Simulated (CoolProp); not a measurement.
Saturation properties of fluorine (Tc = 144.4 K, pc = 52.40 bar, ω = 0.045).

Values from CoolProp's reference Helmholtz-energy equation of state, de Reuck 1990.

| T (K) | p (bar) | liquid density (kg/m³) | vapour density (kg/m³) | liquid cp (kJ/(kg K)) | surface tension (mN/m) |
|---|---|---|---|---|---|
| 90.9 | 1.893 | 1460 | 10.05 | 1.534 | 11.9 |
| 93.4 | 2.408 | 1441 | 12.57 | 1.546 | 11.2 |
| 95.8 | 2.996 | 1423 | 15.40 | 1.559 | 10.6 |
| 98.2 | 3.686 | 1404 | 18.70 | 1.573 | 9.93 |
| 100.7 | 4.522 | 1384 | 22.66 | 1.590 | 9.28 |
| 103.1 | 5.450 | 1365 | 27.05 | 1.609 | 8.66 |
| 105.5 | 6.510 | 1345 | 32.05 | 1.630 | 8.05 |
| 108 | 7.766 | 1323 | 37.99 | 1.656 | 7.43 |
| 110.4 | 9.130 | 1302 | 44.48 | 1.684 | 6.84 |
| 112.8 | 10.66 | 1279 | 51.82 | 1.717 | 6.25 |
| 115.2 | 12.36 | 1256 | 60.12 | 1.755 | 5.68 |
| 117.7 | 14.34 | 1231 | 69.93 | 1.803 | 5.09 |
| 120.1 | 16.43 | 1206 | 80.64 | 1.860 | 4.54 |
| 122.5 | 18.74 | 1180 | 92.81 | 1.929 | 4.00 |
| 125 | 21.39 | 1151 | 107.3 | 2.021 | 3.45 |

It boils at 85.0 K under 1 atm.

Surface tension comes from a separate correlation (Mulero 2012).
